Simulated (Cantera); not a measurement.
A closed system holds: 1 mol FeS2, 1.2 mol SO3, 0.06 mol O2, held at 0.100 bar.

These are equilibrium values from Cantera (NASA tables, ideal gas, pure condensed phases), not measurements of a reactor. Candidate condensed phases: Fe, FeO, FeS, FeSO4, FeS2, Fe2O3, Fe2(SO4)3, Fe3O4, S; 12 gas species. FeS: taken at fixed stoichiometry. Gases not in the tables: S3 to S7. Kinetics and transport are ignored.

Task: At 948 K, list the 4 most abundant gas species with their mole fractions, and the condensed phases.

Result: SO2 0.915, S2 0.0802, S2O 0.00485, SO 2.68e-5. Condensed: FeS(s).
